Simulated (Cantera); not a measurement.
Mixture: CH4 : H2 : O2 : N2 = 1 : 0.48 : 2.04 : 11.8 (molar parts), at 1.01 bar, adiabatic and at constant pressure. Ignition delay is the time to a rise of 400 K.

Cantera simulation using GRI-Mech 3.0 (53 species, 325 reactions); the numbers are that mechanism's predictions, not measurements. Below about 1000 K GRI-Mech 3.0 lacks low-temperature oxidation paths. Below about 950 K walls govern HO2 and H2O2 in real vessels.

Predict: delay at 925 K; delay at 1125 K; delay at 1325 K; delay at 1525 K; delay at 1725 K; apparent activation energy between 1525 and 1725 K.


```
Quantity                                                 Value
--------------------------------------------------  ----------
delay at 925 K                                         0.136 s
delay at 1125 K                                        8.16 ms
delay at 1325 K                                        1.37 ms
delay at 1525 K                                       0.319 ms
delay at 1725 K                                       0.105 ms
apparent activation energy between 1525 and 1725 K  120 kJ/mol
```
